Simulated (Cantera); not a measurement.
Cantera with NASA thermochemical tables; ideal gases at 1 bar, condensed phases pure. Values are per mole of reaction as written; species without (g) are pure solids or liquids, kept so even where they would boil at 1 bar.

2 HF(g) + Ca(g) ⇌ 2 H(g) + CaF₂

| T (K) | ΔH° (kJ) | ΔS° (J/K) | ΔG° (kJ) | log10 K | condensed phases |
|---|---|---|---|---|---|
| 300 | -422.5 | -204.2 | -361.3 | 62.90 | CaF₂(s) |
| 1350 | -373.9 | -139.2 | -185.9 | 7.19 | CaF₂(s) |
| 1450 | … | … | … | … | CaF₂(s) |
| 1550 | … | … | … | … | CaF₂(s) |
| 1650 | … | … | … | … | CaF₂(s) |
| 1750 | … | … | … | … | CaF₂(l) |
| 1850 | -304.9 | -96.5 | -126.5 | 3.57 | CaF₂(l) |
| 1950 | -299.6 | -93.6 | -117.0 | 3.13 | CaF₂(l) |
| 2050 | -294.3 | -91.0 | -107.8 | 2.75 | CaF₂(l) |

Q: Fill in the missing entries.

A: 
- 1450, ΔH° (kJ): -362.6
- 1450, ΔS° (J/K): -131.2
- 1450, ΔG° (kJ): -172.3
- 1450, log10 K: 6.21
- 1550, ΔH° (kJ): -354.6
- 1550, ΔS° (J/K): -125.9
- 1550, ΔG° (kJ): -159.5
- 1550, log10 K: 5.37
- 1650, ΔH° (kJ): -346.6
- 1650, ΔS° (J/K): -120.9
- 1650, ΔG° (kJ): -147.1
- 1650, log10 K: 4.66
- 1750, ΔH° (kJ): -310.3
- 1750, ΔS° (J/K): -99.5
- 1750, ΔG° (kJ): -136.3
- 1750, log10 K: 4.07
